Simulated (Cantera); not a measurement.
# Ignition delay

Mixture: 6.96 % CH4, 18.1 % O2, 68.0 % N2, 6.96 % CO2, equivalence ratio 0.77, at 1.28 atm, adiabatic and at constant pressure. Ignition delay is the time to a rise of 400 K.

Model: GRI-Mech 3.0 (53 species, 325 reactions), integrated in Cantera.

```tsv
T0 (K)	delay (ms)
1175	50.8
1250	18.0
1325	6.85
1400	2.81
1475	1.25
1550	0.603
1625	0.317
1700	0.180
1775	0.109
```

The apparent activation energy between 1625 and 1775 K is 170 kJ/mol.
